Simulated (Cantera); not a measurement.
**SiH2Cl2 + O3 + N2 + O2 (silicon oxide and oxynitride deposition)**

Charge: 1 mol SiH2Cl2, 2.8 mol O3, 3.1 mol N2, 20 mol O2, at 1798.15 K and 0.210 bar.

These are equilibrium values from Cantera (NASA tables, ideal gas, pure condensed phases), not measurements of a reactor. Candidate condensed phases: H2O, NH4Cl, Si, SiO2, Si2N2O, Si3N4; 47 gas species. The tables hold silica as quartz up to 1696 K and as liquid above; real silica turns to tridymite and cristobalite and melts near 1996 K. Kinetics and transport are ignored.

```yaml
x(O2): 0.808
x(N2): 0.107
x(HCl): 0.0461
x(Cl): 0.0220
x(H2O): 0.0119
x(NO): 0.00299
x(Cl2): 0.00103
x(OH): 0.000486
x(O): 0.000234
n(SiO2(condensed)): 1.000 mol
gas_amount: 28.45 mol
log10 activity of Si(l) (absent): -16.36
```
